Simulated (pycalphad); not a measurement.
Source of the numbers: pycalphad with the COST 507 light-alloy database (1999); pressure 1 atm. These are 1990s assessments: newer ones move some temperatures and phases. Amounts are mole fractions of atoms.

**Question.** Give the equilibrium state of Ti-83.1C (at.%) at 2327 °C.

**Answer.** 
```
T = 2600.00 K, P = 101325 Pa, N = 1 mol of atoms
G = -117251 J/mol, H = 23000 J/mol, S = 53.94 J/(mol K)  (SER reference)
chemical potentials (J/mol): Ti -337217, C -72517
phase             fraction      x(Ti)       x(C)
GRAPHITE            0.6703       none     1.0000
FCC_A1              0.3297     0.5125     0.4875
```

**Question.** Give the equilibrium state of Ti-83.1C (at.%) at 2777 °C.

**Answer.** 
```
T = 3050.00 K, P = 101325 Pa, N = 1 mol of atoms
G = -142664 J/mol, H = 86074 J/mol, S = 75.00 J/(mol K)  (SER reference)
chemical potentials (J/mol): Ti -377820, C -94840
phase             fraction      x(Ti)       x(C)
GRAPHITE            0.5151       none     1.0000
LIQUID              0.4849     0.3485     0.6515
```

FCC_A1 is fcc. An entry "none" or "no" means that the model of the phase leaves that element out. The fcc model also describes the rock-salt carbide or nitride (TiC, TiN, HfC).
